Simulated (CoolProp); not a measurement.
Vapour-liquid equilibrium of acetone (1) + n-heptane (2) at 2.22 bar; x and y are mole fractions of (1).

Computed with CoolProp (multi-fluid Helmholtz-energy mixture model, Lemmon 2006 and Span 2003; pair parameters Bell 2016).

```json
[
 {"x": "0.05", "bubble temperature (°C)": "115.9", "y at the bubble point": "0.274", "dew temperature at overall composition x (°C)": "125.6", "liquid density (mol/L)": "6.097"},
 {"x": "0.15", "bubble temperature (°C)": "101.1", "y at the bubble point": "0.547", "dew temperature at overall composition x (°C)": "121.4", "liquid density (mol/L)": "6.560"},
 {"x": "0.25", "bubble temperature (°C)": "93.2", "y at the bubble point": "0.665", "dew temperature at overall composition x (°C)": "117.0", "liquid density (mol/L)": "7.001"},
 {"x": "0.35", "bubble temperature (°C)": "88.8", "y at the bubble point": "0.727", "dew temperature at overall composition x (°C)": "112.1", "liquid density (mol/L)": "7.458"},
 {"x": "0.45", "bubble temperature (°C)": "86.2", "y at the bubble point": "0.764", "dew temperature at overall composition x (°C)": "106.8", "liquid density (mol/L)": "7.955"},
 {"x": "0.55", "bubble temperature (°C)": "84.5", "y at the bubble point": "0.792", "dew temperature at overall composition x (°C)": "100.9", "liquid density (mol/L)": "8.513"},
 {"x": "0.65", "bubble temperature (°C)": "83.2", "y at the bubble point": "0.817", "dew temperature at overall composition x (°C)": "94.3", "liquid density (mol/L)": "9.152"},
 {"x": "0.75", "bubble temperature (°C)": "82.2", "y at the bubble point": "0.846", "dew temperature at overall composition x (°C)": "87.1", "liquid density (mol/L)": "9.895"},
 {"x": "0.85", "bubble temperature (°C)": "81.3", "y at the bubble point": "0.886", "dew temperature at overall composition x (°C)": "82.1", "liquid density (mol/L)": "10.77"},
 {"x": "0.95", "bubble temperature (°C)": "80.9", "y at the bubble point": "0.951", "dew temperature at overall composition x (°C)": "80.9", "liquid density (mol/L)": "11.79"}
]
```

No azeotrope shows between x = 0.05 and 0.95.

Pair parameters are fitted to limited data, so mixtures are less certain than the pure fluids.
